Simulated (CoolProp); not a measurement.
Vapour pressure (bar) of nitrogen: the reference equation beside estimates from Tc = -147.0 °C, pc = 33.96 bar, ω = 0.037. Clausius-Clapeyron is anchored at -180.95 °C with a constant enthalpy of vaporisation of 4.948 kJ/mol.

The numbers come from the reference Helmholtz-energy equation of state, Span 2000 in CoolProp.

```tsv
T (°C)	reference	Lee-Kesler	Clausius-Clapeyron	Peng-Robinson
-193.65	1.295	1.290	1.545	1.308
-191.15	1.695	1.691	1.941	1.707
-188.55	2.202	2.199	2.426	2.214
-186.05	2.788	2.787	2.968	2.800
-183.45	3.513	3.514	3.619	3.525
-180.95	4.332	4.335	4.332	4.345
-178.35	5.323	5.327	5.171	5.337
-175.85	6.422	6.426	6.076	6.439
-173.35	7.675	7.678	7.082	7.698
-170.75	9.157	9.156	8.239	9.188
-168.25	10.76	10.76	9.463	10.81
-165.65	12.64	12.63	10.86	12.70
-163.15	14.66	14.64	12.31	14.73
```

Absolute difference from the reference over all 13 rows, mean and median: Lee-Kesler 0.1 and 0.1 %, Clausius-Clapeyron 9.4 and 10.0 %, Peng-Robinson 0.5 and 0.4 %.
